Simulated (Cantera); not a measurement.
An adiabatic, constant-volume homogeneous reactor starts with CH4 : O2 : N2 = 1 : 1.18 : 4.12 (molar parts), equivalence ratio 1.7, at 1250 K and 760000 Pa. Integrator tolerance rtol = 1e-08.

Computed with Cantera and GRI-Mech 3.0 (53 species, 325 reactions).

Question: What does this change do: constant pressure in place of constant volume?

Answer: 
```tsv
quantity	before	after
time of steepest temperature rise	4.03 ms	4.32 ms
temperature at 3.00 s	2875 K	2556 K
equilibrium temperature	2875 K	2556 K
x(CH4) at 3.00 s	3.38e-10 (gas-phase equilibrium 3.81e-10)	1.54e-10 (gas-phase equilibrium 1.74e-10)
x(O2) at 3.00 s	8.90e-5 (gas-phase equilibrium 8.90e-5)	1.63e-5 (gas-phase equilibrium 1.63e-5)
x(CH2) at 3.00 s	5.19e-11 (gas-phase equilibrium 5.65e-11)	5.46e-12 (gas-phase equilibrium 6.02e-12)
x(H2O) at 3.00 s	0.162 (gas-phase equilibrium 0.162)	0.163 (gas-phase equilibrium 0.163)
x(CH2O) at 3.00 s	1.04e-7 (gas-phase equilibrium 1.04e-7)	3.98e-8 (gas-phase equilibrium 3.98e-8)
x(HO2) at 3.00 s	2.65e-7 (gas-phase equilibrium 2.65e-7)	2.89e-8 (gas-phase equilibrium 2.89e-8)
```

Question: What does this change do: CH4 1 to 0.59 parts?

Answer: 
```tsv
quantity	before	after
time of steepest temperature rise	4.03 ms	3.09 ms
temperature at 3.00 s	2875 K	3031 K
equilibrium temperature	2875 K	3031 K
x(CH4) at 3.00 s	3.38e-10 (gas-phase equilibrium 3.81e-10)	<1e-12 (gas-phase equilibrium <1e-12)
x(O2) at 3.00 s	8.90e-5 (gas-phase equilibrium 8.90e-5)	0.0157 (gas-phase equilibrium 0.0157)
x(CH2) at 3.00 s	5.19e-11 (gas-phase equilibrium 5.65e-11)	<1e-12 (gas-phase equilibrium <1e-12)
x(H2O) at 3.00 s	0.162 (gas-phase equilibrium 0.162)	0.166 (gas-phase equilibrium 0.166)
x(CH2O) at 3.00 s	1.04e-7 (gas-phase equilibrium 1.04e-7)	4.60e-9 (gas-phase equilibrium 4.60e-9)
x(HO2) at 3.00 s	2.65e-7 (gas-phase equilibrium 2.65e-7)	1.72e-5 (gas-phase equilibrium 1.72e-5)
```
Above 3000 K some thermodynamic fits are extrapolated.

Question: What does this change do: initial temperature 1250 to 1050 K?

Answer: 
```json
[
 {"quantity": "time of steepest temperature rise", "before": "4.03 ms", "after": "59.8 ms"},
 {"quantity": "temperature at 3.00 s", "before": "2875 K", "after": "2739 K"},
 {"quantity": "equilibrium temperature", "before": "2875 K", "after": "2739 K"},
 {"quantity": "x(CH4) at 3.00 s", "before": "3.38e-10 (gas-phase equilibrium 3.81e-10)", "after": "6.83e-10 (gas-phase equilibrium 7.65e-10)"},
 {"quantity": "x(O2) at 3.00 s", "before": "8.90e-5 (gas-phase equilibrium 8.90e-5)", "after": "2.76e-5 (gas-phase equilibrium 2.76e-5)"},
 {"quantity": "x(CH2) at 3.00 s", "before": "5.19e-11 (gas-phase equilibrium 5.65e-11)", "after": "3.51e-11 (gas-phase equilibrium 3.85e-11)"},
 {"quantity": "x(H2O) at 3.00 s", "before": "0.162 (gas-phase equilibrium 0.162)", "after": "0.164 (gas-phase equilibrium 0.164)"},
 {"quantity": "x(CH2O) at 3.00 s", "before": "1.04e-7 (gas-phase equilibrium 1.04e-7)", "after": "1.18e-7 (gas-phase equilibrium 1.18e-7)"},
 {"quantity": "x(HO2) at 3.00 s", "before": "2.65e-7 (gas-phase equilibrium 2.65e-7)", "after": "8.62e-8 (gas-phase equilibrium 8.62e-8)"}
]
```
